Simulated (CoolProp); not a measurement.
Vapour-liquid equilibrium of hydrogen sulfide (1) + propane (2) at 206.4 K; x and y are mole fractions of (1).

Computed with CoolProp (multi-fluid Helmholtz-energy mixture model, Lemmon 2006 and Lemmon 2009; pair parameters Kunz 2012).

```tsv
x	bubble pressure (MPa)	y at the bubble point	dew pressure at overall composition x (MPa)	liquid density (mol/L)
0.05	0.04376	0.353	0.03091	14.09
0.125	0.05867	0.545	0.03334	14.59
0.2	0.06807	0.627	0.03619	15.17
0.275	0.07384	0.670	0.03954	15.85
0.35	0.07727	0.696	0.04355	16.62
0.425	0.07927	0.712	0.04842	17.50
0.5	0.08042	0.723	0.05442	18.49
0.575	0.08111	0.732	0.06190	19.60
0.65	0.08158	0.741	0.07110	20.84
0.725	0.08188	0.753	0.08057	22.21
0.8	0.08186	0.773	0.08127	23.70
0.875	0.08089	0.812	0.07827	25.31
0.95	0.07748	0.892	0.07465	27.01
```

y crosses x between x = 0.725 and 0.8: the model has an azeotrope there.

Pair parameters are fitted to limited data, so mixtures are less certain than the pure fluids. With so large a gap from Raoult's law the liquid may split in two, which this calculation doesn't test in full.
